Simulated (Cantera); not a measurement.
Thermodynamics of roasting and sulfation, feed Fe2O3 + SO2 + N2 + O2

Feed: 1 mol Fe2O3, 0.12 mol SO2, 13 mol N2, 0.36 mol O2, equilibrated at 1 atm.

Cantera equilibrium calculation (NASA polynomials, part measured and part estimated; ideal gas, pure solids and liquids). Candidate condensed phases: Fe, FeO, FeS, FeSO4, FeS2, Fe2O3, Fe2(SO4)3, Fe3O4, S; 19 gas species. Mutual solubility and eutectic melting of coexisting phases are not modelled. Kinetics and transport are ignored.

From 1425 K to 1525 K the condensed part is Fe2O3(s). At 1575 K the condensed part is Fe2O3(s) + Fe3O4(s). From 1625 K to 1775 K the condensed part is Fe3O4(s).

| T (K) | log p N2 | log p O2 | log p SO2 | log p NO | log p SO3 | log p O | log p NO2 | n Fe2O3(s) | n Fe3O4(s) |
|---|---|---|---|---|---|---|---|---|---|
| 1425 | -0.01 | -1.57 | -2.05 | -3.48 | -4.09 | -6.64 | -6.09 | 1.00 | 0 |
| 1475 | -0.01 | -1.57 | -2.05 | -3.37 | -4.20 | -6.33 | -6.05 | 1.00 | 0 |
| 1525 | -0.01 | -1.57 | -2.05 | -3.26 | -4.32 | -6.03 | -6.01 | 1.00 | 0 |
| 1575 | -0.01 | -1.50 | -2.05 | -3.13 | -4.39 | -5.72 | -5.90 | 0.604 | 0.264 |
| 1625 | -0.02 | -1.41 | -2.05 | -2.99 | -4.44 | -5.42 | -5.78 | 0 | 0.667 |
| 1675 | -0.02 | -1.41 | -2.05 | -2.90 | -4.53 | -5.17 | -5.75 | 0 | 0.667 |
| 1725 | -0.02 | -1.42 | -2.05 | -2.82 | -4.62 | -4.94 | -5.72 | 0 | 0.667 |
| 1775 | -0.02 | -1.42 | -2.05 | -2.75 | -4.70 | -4.73 | -5.69 | 0 | 0.667 |
log p: log10 of the partial pressure in bar; n: condensed amount in mol.
